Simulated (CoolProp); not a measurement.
Aqueous ammonia as a coolant, at -13 °C, 1 atm.

Values from CoolProp's Melinder's fits for secondary coolants.

| mass % | freezing point (°C) | conductivity (W/(m K)) | cp (kJ/(kg K)) | viscosity (mPa s) | Prandtl number |
|---|---|---|---|---|---|
| 11.8 | -16.8 | 0.463 | 4.243 | 3.31 | 30.4 |
| 13.4 | -19.9 | 0.455 | 4.245 | 3.35 | 31.3 |
| 15.1 | -23.5 | [?] | 4.247 | 3.41 | 32.5 |
| 16.7 | -27.3 | 0.438 | 4.248 | 3.47 | 33.7 |
| 18.3 | -31.5 | [?] | 4.250 | 3.52 | 34.8 |
| 20 | -36.5 | 0.422 | 4.251 | 3.55 | [?] |
| 21.6 | [?] | 0.415 | 4.253 | 3.56 | 36.4 |

What belongs in the gaps?


- 15.1, conductivity (W/(m K)): 0.446
- 18.3, conductivity (W/(m K)): 0.430
- 20, Prandtl number: 35.8
- 21.6, freezing point (°C): -41.8
